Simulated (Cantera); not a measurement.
Input (Python, Cantera) and output of one run.

```python
import numpy as np
import cantera as ct

gas_names = """
    C CH CH2 CH3 CH2OH CH3O CH4 CH3OH CO CO2 COOH C2 C2H CHCO,ketyl C2H2,acetylene C2H2,vinylidene
    CH2CO,ketene C2H3,vinyl CH3CO,acetyl C2H4 C2H4O,ethylen CH3CHO,ethanal CH3COOH (HCOOH)2 C2H5 C2H6
    CH3OCH3 C2H5OH C2O C3 C3H3,propargyl C3H4,allene C3H4,propyne C3H4,cyclo- C3H5,allyl C3H6,propylene
    C3H6,cyclo- C3H6O C3H7,n-propyl C3H7,i-propyl C3H8 C3H8O,1propanol C3H8O,2propanol C3O2 C4 C4H2
    C4H4,1,3-cyclo- C4H6,butadiene C4H6,2-butyne C4H6,cyclo- C4H8,1-butene C4H8,cis2-buten
    C4H8,tr2-butene C4H8,isobutene C4H8,cyclo- (CH3COOH)2 C4H9,n-butyl C4H9,i-butyl C4H9,s-butyl
    C4H9,t-butyl C4H10,isobutane C4H10,n-butane C5 C5H6,1,3cyclo- C5H8,cyclo- C5H10,1-pentene
    C5H10,cyclo- C5H11,pentyl C5H11,t-pentyl C5H12,n-pentane C5H12,i-pentane CH3C(CH3)2CH3 C6H2
    C6H5,phenyl C6H5O,phenoxy C6H6 C6H5OH,phenol C6H10,cyclo- C6H12,1-hexene C6H12,cyclo- C6H13,n-hexyl
    C7H7,benzyl C7H8 C7H8O,cresol C7H14,1-heptene C7H15,n-heptyl C7H16,n-heptane C8H8,styrene
    C8H10,ethylbenz C8H16,1-octene C8H17,n-octyl C8H18,isooctane C8H18,n-octane C9H19,n-nonyl
    C10H8,naphthale C10H21,n-decyl C12H9,o-bipheny C12H10,bipheny H HCO HO2 H2 HCHO,formaldehy HCOOH H2O
    H2O2 O OH O2 O3 Ti TiO TiO2
""".split()
cond_names = """
    C(gr) C6H6(L) C7H8(L) C8H18(L),n-octa H2O(s) H2O(L) Ti(a) Ti(b) Ti(L) TiC(s) TiC(L) TiO(a) TiO(b)
    TiO(L) TiO2(ru) TiO2(L) Ti2O3(a) Ti2O3(b) Ti2O3(L) Ti3O5(a) Ti3O5(b) Ti3O5(L) Ti4O7(s) Ti4O7(L)
""".split()


def load(file, names, dense=False):
    # The tables refer to 1 bar. Condensed volumes are neglected.
    table = {s.name: s for s in ct.Species.list_from_file(file)}
    out = []
    for n in names:
        d = dict(table[n].input_data)
        d["thermo"] = dict(d["thermo"], **{"reference-pressure": 1e5})
        if dense:
            d["equation-of-state"] = {"model": "constant-volume", "density": "1e6 g/cm^3"}
        out.append(ct.Species.from_dict(d))
    return out


gas = ct.Solution(thermo="ideal-gas", species=load("nasa_gas.yaml", gas_names))
cond = {s.name: ct.Solution(thermo="fixed-stoichiometry", species=[s], name=s.name)
        for s in load("nasa_condensed.yaml", cond_names, dense=True)}
atoms = {
    'Ti': {'Ti': 1},
    'CO': {'C': 1, 'O': 1},
    'H2': {'H': 2},
}
top_T = {'C(gr)': 4500}  # K; cautious upper limits of use, not melting points


def equilibrate(T, P, feed):
    n = {}
    for name, mol in feed.items():
        for a, k in atoms[name].items():
            n[a] = n.get(a, 0.0) + k * mol
    gas.TPX = T, P, n
    mass = sum(n.values()) * gas.mean_molecular_weight
    gas.equilibrate("TP")
    valid = [c for c in cond.values() if c.min_temp <= T <= top_T.get(c.name, c.max_temp)]
    mix = ct.Mixture([(gas, mass / gas.mean_molecular_weight)] + [(c, 0.0) for c in valid])
    mix.T, mix.P = T, P
    mix.equilibrate("TP", solver="vcs", rtol=1e-11, max_steps=5000)
    return mix


results = []
feed = {'Ti': 1, 'CO': 9.5, 'H2': 17}  # mol
T = 1448  # K
P = 29  # Pa
mix = equilibrate(T, P, feed)
results.append((T, P, feed, dict(zip(mix.species_names, mix.species_moles))))
print(gas.report(threshold=0.001))
for i in range(1, mix.n_phases):
    print(f"{mix.phase(i).name:16s} {mix.phase_moles(i):12.5e} mol")
```

Output:

```
       temperature   1448 K
          pressure   29 Pa
           density   2.6366e-05 kg/m^3
  mean mol. weight   10.946 kg/kmol
   phase of matter   gas

                          1 kg             1 kmol
                     ---------------   ---------------
          enthalpy       -2.2198e+05       -2.4298e+06  J
   internal energy       -1.3219e+06       -1.4469e+07  J
           entropy             25095         2.747e+05  J/K
    Gibbs function        -3.656e+07       -4.0019e+08  J
 heat capacity c_p            3025.1             33113  J/K
 heat capacity c_v            2265.6             24799  J/K

                      mass frac. Y      mole frac. X     chem. pot. / RT
                     ---------------   ---------------   ---------------
                CO           0.87911           0.34355           -45.049
                H2           0.12082             0.656           -27.068
     [ +111 minor]        7.0773e-05        0.00045303

C(gr)             0.00000e+00 mol
Ti(b)             0.00000e+00 mol
TiC(s)            6.00152e-01 mol
TiO(b)            0.00000e+00 mol
TiO2(ru)          0.00000e+00 mol
Ti2O3(b)          1.99924e-01 mol
Ti3O5(b)          0.00000e+00 mol
Ti4O7(s)          0.00000e+00 mol
```

Cantera equilibrium calculation (NASA polynomials, part measured and part estimated; ideal gas, pure solids and liquids). Mutual solubility and eutectic melting of coexisting phases are not modelled. TiC: taken at fixed stoichiometry.
